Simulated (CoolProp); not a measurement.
Vapour-liquid equilibrium of acetone (1) + dimethyl carbonate (2) at 450.3 K; x and y are mole fractions of (1).

Values from CoolProp's multi-fluid Helmholtz-energy mixture model, Lemmon 2006 and Zhou 2011; pair parameters Bell 2016.

**Question.** Give the bubble pressure and the first vapour's composition at x = 0.125, 0.425, 0.725. Is there an azeotrope?

**Answer.** x = 0.125: 1.010 MPa, y = 0.215; x = 0.425: 1.295 MPa, y = 0.564; x = 0.725: 1.588 MPa, y = 0.814. No azeotrope shows between x = 0.05 and 0.95.

Pair parameters are fitted to limited data, so mixtures are less certain than the pure fluids.
